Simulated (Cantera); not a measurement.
**Silicon carbide growth: SiH4 + C2H4 + H2**

Input: 1 mol SiH4, 0.3 mol C2H4, 1800 mol H2, held at 0.133 bar.

Cantera equilibrium calculation (NASA polynomials, part measured and part estimated; ideal gas, pure solids and liquids). Candidate condensed phases: C, C6H6, C7H8, C8H18, Si, SiC; 87 gas species. Gases not in the tables: Si2H6 and higher silanes. Rates play no part.

```json
[
 {"T (K)": "2023", "x H2": "0.995", "x H": "0.00519", "x Si": "0.000173", "x C2H2 (acetylene)": "1.93e-5", "x SiH": "4.04e-5", "x SiH2": "4.86e-5", "n SiC(s)": "0.505"},
 {"T (K)": "2073", "x H2": "0.992", "x H": "0.00718", "x Si": "0.000241", "x C2H2 (acetylene)": "5.95e-5", "x SiH": "5.03e-5", "x SiH2": "5.06e-5", "n SiC(s)": "0.345"},
 {"T (K)": "2123", "x H2": "0.990", "x H": "0.00977", "x Si": "0.000368", "x C2H2 (acetylene)": "0.000139", "x SiH": "6.91e-5", "x SiH2": "5.86e-5", "n SiC(s)": "0.0317"},
 {"T (K)": "2173", "x H2": "0.986", "x H": "0.0131", "x Si": "0.000406", "x C2H2 (acetylene)": "0.000151", "x SiH": "6.86e-5", "x SiH2": "4.95e-5", "n SiC(s)": "0"},
 {"T (K)": "2223", "x H2": "0.982", "x H": "0.0174", "x Si": "0.000426", "x C2H2 (acetylene)": "0.000154", "x SiH": "6.53e-5", "x SiH2": "4.03e-5", "n SiC(s)": "0"},
 {"T (K)": "2273", "x H2": "0.977", "x H": "0.0227", "x Si": "0.000442", "x C2H2 (acetylene)": "0.000155", "x SiH": "6.15e-5", "x SiH2": "3.27e-5", "n SiC(s)": "0"},
 {"T (K)": "2323", "x H2": "0.970", "x H": "0.0294", "x Si": "0.000454", "x C2H2 (acetylene)": "0.000156", "x SiH": "5.76e-5", "x SiH2": "2.65e-5", "n SiC(s)": "0"},
 {"T (K)": "2373", "x H2": "0.962", "x H": "0.0375", "x Si": "0.000463", "x C2H2 (acetylene)": "0.000156", "x SiH": "5.37e-5", "x SiH2": "2.15e-5", "n SiC(s)": "0"}
]
```
x: gas mole fraction; n: condensed amount in mol.

From 2023 K to 2123 K the condensed part is SiC(s). From 2173 K to 2373 K nothing is condensed. The main Si-bearing gas is Si throughout.
